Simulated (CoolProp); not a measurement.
The fluid at 223.26 K and 0.191 MPa is compressed adiabatically to 0.599 MPa with isentropic efficiency 0.75. The same conditions are run with several fluids, on thermodynamics alone (safety and materials aside).

Values from CoolProp's reference Helmholtz-energy equation of state of each fluid (CH3F (R41): Lemmon 2006; oxygen: Schmidt 1985; normal hydrogen: Leachman 2009; CF4 (R14): Platzer 1990). The equations of Platzer and Polt are older, rougher fits.

```csv
fluid,work (kJ/kg),final temperature (K),final density (kg/m³)
CH3F (R41),90.6,310.2,8.27
oxygen,104,337.3,6.85
normal hydrogen,1670,340.8,0.425
CF4 (R14),34.4,280.9,23.2
```

Above 300 K oxygen's equation is extrapolated.
